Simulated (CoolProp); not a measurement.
Oxygen along the isotherm 127.7 K: fugacity coefficient from the reference equation and from simpler models built on Tc = 154.6 K, pc = 50.46 bar, ω = 0.022; each cubic takes its own stable root.

The numbers come from the reference Helmholtz-energy equation of state, Schmidt 1985 in CoolProp.

```tsv
p (bar)	phase	reference
0.239	gas	0.9973
0.373	gas	0.9957
0.58	gas	0.9933
0.904	gas	0.9896
1.41	gas	0.9838
2.19	gas	0.9749
3.41	gas	0.9609
5.31	gas	0.9391
8.27	gas	0.9053
12.9	gas	0.8521
20.1	liquid	0.6454
31.2	liquid	0.4310
48.6	liquid	0.2926
75.7	liquid	0.2047
```

**Question.** How far does each simpler model (Redlich-Kwong, Soave-Redlich-Kwong, Peng-Robinson) lie from the reference over these 14 states: mean and median of the absolute difference, and the worst?

**Answer.** 
- Redlich-Kwong: mean 0.1 %, median 0.0 %, worst +0.5 % at 127.7 K and 75.7 bar
- Soave-Redlich-Kwong: mean 0.4 %, median 0.0 %, worst +1.8 % at 127.7 K and 75.7 bar
- Peng-Robinson: mean 0.6 %, median 0.4 %, worst -2.3 % at 127.7 K and 75.7 bar
